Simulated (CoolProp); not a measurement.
Model: reference Helmholtz-energy equation of state, Span 2000, in CoolProp.

For nitrogen, give the phase and the cp (kJ/(kg K)), cv (kJ/(kg K)), speed of sound (m/s), Joule-Thomson coefficient (K/MPa) at 178.6 K and 9.43 MPa; 178.6 K and 15.1 MPa.


- 178.6 K and 9.43 MPa: supercritical; cp 1.99, cv 0.841, speed of sound 288, Joule-Thomson coefficient 3.00
- 178.6 K and 15.1 MPa: supercritical; cp 2.07, cv 0.853, speed of sound 364, Joule-Thomson coefficient 1.29
